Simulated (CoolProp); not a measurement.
Ammonia along the isotherm 387.45 °C: fugacity coefficient from the reference equation and from simpler models built on Tc = 132.4 °C, pc = 11360 kPa, ω = 0.256; each cubic takes its own stable root.

Model: reference Helmholtz-energy equation of state, Gao 2020, in CoolProp.

```
p (kPa)          phase  reference
-------  -------------  ---------
4730               gas     0.9774
9470               gas     0.9557
14200    supercritical     0.9351
18900    supercritical     0.9157
23700    supercritical     0.8971
28400    supercritical     0.8801
33100    supercritical     0.8642
37900    supercritical     0.8493
42600    supercritical     0.8358
47300    supercritical     0.8236
52100    supercritical     0.8124
56800    supercritical     0.8026
```

Problem. How far does each simpler model (van der Waals, Redlich-Kwong, Soave-Redlich-Kwong, Peng-Robinson) lie from the reference over these 12 states: mean and median of the absolute difference, and the worst?

Solution. 
- van der Waals: mean 6.6 %, median 7.4 %, worst -9.8 % at 387.45 °C and 52100 kPa
- Redlich-Kwong: mean 3.0 %, median 3.6 %, worst -4.0 % at 387.45 °C and 47300 kPa
- Soave-Redlich-Kwong: mean 6.1 %, median 5.8 %, worst +12.4 % at 387.45 °C and 56800 kPa
- Peng-Robinson: mean 1.5 %, median 1.0 %, worst +4.4 % at 387.45 °C and 56800 kPa
